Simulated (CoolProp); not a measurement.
Hydrogen chloride at several states: density (kg/m³) from the reference equation and from simpler models built on Tc = 51.5 °C, pc = 8.314 MPa, ω = 0.130; each cubic takes its own stable root.

Values from CoolProp's reference Helmholtz-energy equation of state, Thol 2018.

| T (°C) | p (MPa) | phase | reference |
|---|---|---|---|
| 73.65 | 22.6 | supercritical | 736.1 |
| 257.75 | 29.3 | supercritical | 285.0 |
| 82.85 | 3.66 | gas | 51.85 |
| 176.75 | 5.48 | gas | 58.45 |
| 171.65 | 0.016 | gas | 0.1578 |
| 382.85 | 0.0552 | gas | 0.3691 |

Question: How far does each simpler model (Soave-Redlich-Kwong, Peng-Robinson) lie from the reference over these 6 states: mean and median of the absolute difference, and the worst?

Answer: 
- Soave-Redlich-Kwong: mean 4.8 %, median 1.5 %, worst -17.8 % at 73.65 °C and 22.6 MPa
- Peng-Robinson: mean 2.1 %, median 0.2 %, worst -9.4 % at 73.65 °C and 22.6 MPa
